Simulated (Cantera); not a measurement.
**Thermodynamics of iron carbonyl, mercury and lead vapours, feed PbO + CO + N₂**

Input: 1 mol PbO, 1.5 mol CO, 0.1 mol N₂, equilibrated at 1575 K and 0.100 bar.

These are equilibrium values from Cantera (NASA tables, ideal gas, pure condensed phases), not measurements of a reactor. Candidate condensed phases: C, Pb, PbO, PbO₂, Pb₃O₄; 27 gas species. Gases not in the tables: (PbO)n polymers. Rates play no part.

The x(CO₂) is 0.383. The x(Pb) is 0.383, the x(CO) is 0.194 and the x(N₂) comes out as 0.0385. The x(PbO) is 0.00135 and the x(Pb₂) comes out as 0.000198. The gas amount is 2.599 mol, the log10 activity of Pb(l) (absent) is -0.11 and the log10 activity of C(graphite) (absent) is -5.46.
